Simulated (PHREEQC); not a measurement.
A solution holds 0.14 mol/kgw HF, 0.024 mol/kgw NaBF4, 0.0035 mol/kgw H3BO3 and 0.0017 mol/kgw HNO3, at 79 °C. Closed to the air; pH follows from the charge balance.

Model: ion-association model, phreeqc.dat, run in PHREEQC.

Precipitation was switched off in this run.

What pH, ionic strength does the model give?

pH 2.04; ionic strength 0.0347 mol/kgw.

In which forms is F present?

HF 50 %, BF4- 46 %, HF2- 1.6 %, F- 1.6 % of the F.

Complexes and solids missing from the database can't appear. At this temperature some constants are extrapolated from 25 °C, and those without enthalpy data are left unchanged. Real BF4- forms and hydrolyses slowly; the run takes it at equilibrium.
